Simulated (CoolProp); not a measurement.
Vapour-liquid equilibrium of benzene (1) + n-nonane (2) at 1.37 MPa; x and y are mole fractions of (1).

Model: multi-fluid Helmholtz-energy mixture model, Thol 2012 and Lemmon 2006; pair parameters Bell 2016, in CoolProp.

```json
[
 {"x": "0.05", "bubble temperature, mixture model (K)": "551.2", "bubble temperature, Raoult's law (K)": "550.5", "y, mixture model": "0.105", "y, Raoult's law": "0.155"},
 {"x": "0.125", "bubble temperature, mixture model (K)": "540.7", "bubble temperature, Raoult's law (K)": "539.8", "y, mixture model": "0.254", "y, Raoult's law": "0.339"},
 {"x": "0.2", "bubble temperature, mixture model (K)": "531.0", "bubble temperature, Raoult's law (K)": "530.3", "y, mixture model": "0.384", "y, Raoult's law": "0.479"},
 {"x": "0.275", "bubble temperature, mixture model (K)": "522.2", "bubble temperature, Raoult's law (K)": "521.8", "y, mixture model": "0.494", "y, Raoult's law": "0.589"},
 {"x": "0.35", "bubble temperature, mixture model (K)": "514.4", "bubble temperature, Raoult's law (K)": "514.2", "y, mixture model": "0.585", "y, Raoult's law": "0.676"},
 {"x": "0.425", "bubble temperature, mixture model (K)": "507.3", "bubble temperature, Raoult's law (K)": "507.3", "y, mixture model": "0.662", "y, Raoult's law": "0.745"},
 {"x": "0.5", "bubble temperature, mixture model (K)": "501.0", "bubble temperature, Raoult's law (K)": "501.0", "y, mixture model": "0.726", "y, Raoult's law": "0.802"},
 {"x": "0.575", "bubble temperature, mixture model (K)": "495.3", "bubble temperature, Raoult's law (K)": "495.3", "y, mixture model": "0.781", "y, Raoult's law": "0.848"},
 {"x": "0.65", "bubble temperature, mixture model (K)": "490.1", "bubble temperature, Raoult's law (K)": "490.0", "y, mixture model": "0.830", "y, Raoult's law": "0.887"},
 {"x": "0.725", "bubble temperature, mixture model (K)": "485.3", "bubble temperature, Raoult's law (K)": "485.2", "y, mixture model": "0.873", "y, Raoult's law": "0.919"},
 {"x": "0.8", "bubble temperature, mixture model (K)": "480.9", "bubble temperature, Raoult's law (K)": "480.7", "y, mixture model": "0.912", "y, Raoult's law": "0.946"},
 {"x": "0.875", "bubble temperature, mixture model (K)": "476.7", "bubble temperature, Raoult's law (K)": "476.5", "y, mixture model": "0.947", "y, Raoult's law": "0.969"},
 {"x": "0.95", "bubble temperature, mixture model (K)": "472.7", "bubble temperature, Raoult's law (K)": "472.6", "y, mixture model": "0.980", "y, Raoult's law": "0.989"}
]
```

The largest gap from Raoult's law is +0.9 K in bubble temperature, at x = 0.125. No azeotrope shows between x = 0.05 and 0.95.

Pair parameters are fitted to limited data, so mixtures are less certain than the pure fluids.
